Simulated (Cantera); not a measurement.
Source: NASA polynomial tables (part measured, part estimated), evaluated in Cantera. Values are per mole of reaction as written; species without (g) are pure solids or liquids, kept so even where they would boil at 1 bar.

### Question
Between 1323 and 1473 K, where is each reaction favourable under standard conditions?
- 2 Al + O(g) ⇌ Al2O(g)

### Answer
- 2 Al + O(g) ⇌ Al2O(g): ΔG° is -413 kJ at 1323 K and -410 kJ at 1473 K; it stays negative (K > 1). ΔH° is -441 kJ and ΔS° -21 J/K at 1473 K.
